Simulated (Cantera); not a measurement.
A closed system holds: 1 mol CH₂F₂, 2.1 mol F₂, a varied amount of HCl, equilibrated at 2473 K and 2900 Pa.

Equilibrium computed with Cantera from the NASA thermochemical tables; the gas is ideal and each condensed phase is pure. Candidate condensed phases: C, C₆H₆, C₇H₈, C₈H₁₈; 118 gas species. Gases not in the tables: C₂F₆ and larger saturated fluorocarbons. Kinetics and transport are ignored.

What share of the C ends up in condensed phases as a function of n(HCl) (mol), at 0.086, 0.33, 0.58, 0.82, 1.1, 1.3, 1.6?


```
n(HCl) (mol)  C condensed (%)           as
------------  ---------------  -----------
0.086                     0.0            -
0.33                      0.0            -
0.58                      0.0            -
0.82                      0.0            -
1.1                       6.0  C(graphite)
1.3                      13.9  C(graphite)
1.6                      25.4  C(graphite)
```
